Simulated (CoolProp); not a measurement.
Properties of dodecamethylcyclohexasiloxane (D6) along the isobar 0.101 MPa.

Model: reference Helmholtz-energy equation of state, Colonna 2008, in CoolProp. It is a short technical equation, of lower accuracy than the large ones.

```tsv
T (°C)	phase	density (kg/m³)	cv (kJ/(kg K))	speed of sound (m/s)	Joule-Thomson coefficient (K/MPa)	expansivity (1/kK)	fugacity coefficient
61.45	liquid	928.4	1.483	608.7	-0.3950	1.189	0.0006627
87.35	liquid	899.7	1.531	568.2	-0.3629	1.241	0.003477
113.35	liquid	870.4	1.581	528.1	-0.3262	1.304	0.01371
139.25	liquid	840.7	1.631	488.2	-0.2836	1.384	0.04273
165.25	liquid	809.9	1.680	448.0	-0.2319	1.486	0.1113
191.15	liquid	778.0	1.727	407.3	-0.1663	1.622	0.2487
217.15	liquid	744.2	1.772	364.9	-0.07707	1.810	0.4929
243.05	liquid	707.8	1.816	320.6	0.05341	2.085	0.8792
269.05	gas	10.86	1.809	92.85	15.52	2.415	0.9234
294.95	gas	10.23	1.854	96.35	13.43	2.215	0.9339
320.95	gas	9.676	1.898	99.61	11.79	2.052	0.9428
346.85	gas	9.192	1.940	102.6	10.46	1.917	0.9502
```
